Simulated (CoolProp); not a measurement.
Vapour pressure (kPa) of R1234ze(Z): the reference equation beside estimates from Tc = 150.1 °C, pc = 3531 kPa, ω = 0.327. Clausius-Clapeyron is anchored at 58.15 °C with a constant enthalpy of vaporisation of 20.93 kJ/mol.

Model: reference Helmholtz-energy equation of state, Akasaka 2019, in CoolProp.

```tsv
T (°C)	reference	Lee-Kesler	Clausius-Clapeyron	Redlich-Kwong	Soave-Redlich-Kwong	Peng-Robinson
58.15	491.6	496.6	491.6	741.8	498.1	492.2
65.75	602.1	608.4	582.9	873.5	611.3	603.4
73.25	728.8	736.0	684.6	1018	740.9	731.0
80.85	876.7	884.6	800.2	1181	892.3	880.2
88.35	1044	1052	927.4	1358	1063	1049
95.95	1237	1245	1070	1555	1260	1244
103.45	1452	1460	1226	1768	1480	1462
111.05	1699	1706	1399	2002	1730	1710
```

Absolute difference from the reference over all 8 rows, mean and median: Lee-Kesler 0.8 and 0.8 %, Clausius-Clapeyron 9.5 and 9.9 %, Redlich-Kwong 33.2 and 32.4 %, Soave-Redlich-Kwong 1.7 and 1.8 %, Peng-Robinson 0.4 and 0.4 %.
